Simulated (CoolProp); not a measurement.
Vinyl chloride along the isotherm 156.85 °C: Z from the reference equation and from simpler models built on Tc = 151.9 °C, pc = 5.600 MPa, ω = 0.160; each cubic takes its own stable root.

Computed with CoolProp (reference Helmholtz-energy equation of state, Thol 2022).

```json
[
 {"p (MPa)": "0.0885", "phase": "gas", "reference": "0.9951"},
 {"p (MPa)": "0.138", "phase": "gas", "reference": "0.9923"},
 {"p (MPa)": "0.215", "phase": "gas", "reference": "0.9879"},
 {"p (MPa)": "0.334", "phase": "gas", "reference": "0.9812"},
 {"p (MPa)": "0.52", "phase": "gas", "reference": "0.9704"},
 {"p (MPa)": "0.81", "phase": "gas", "reference": "0.9532"},
 {"p (MPa)": "1.26", "phase": "gas", "reference": "0.9255"},
 {"p (MPa)": "1.96", "phase": "gas", "reference": "0.8792"},
 {"p (MPa)": "3.06", "phase": "gas", "reference": "0.7966"},
 {"p (MPa)": "4.76", "phase": "gas", "reference": "0.6247"},
 {"p (MPa)": "7.42", "phase": "supercritical", "reference": "0.2373"},
 {"p (MPa)": "11.5", "phase": "supercritical", "reference": "0.3175"},
 {"p (MPa)": "18", "phase": "supercritical", "reference": "0.4550"},
 {"p (MPa)": "28", "phase": "supercritical", "reference": "0.6594"}
]
```

Task: How far does each simpler model (van der Waals, Redlich-Kwong, Soave-Redlich-Kwong) lie from the reference over these 14 states: mean and median of the absolute difference, and the worst?

Result: 
- van der Waals: mean 11.5 %, median 0.9 %, worst +39.0 % at 156.85 °C and 7.42 MPa
- Redlich-Kwong: mean 3.7 %, median 0.4 %, worst +18.9 % at 156.85 °C and 7.42 MPa
- Soave-Redlich-Kwong: mean 3.9 %, median 0.4 %, worst +20.0 % at 156.85 °C and 7.42 MPa
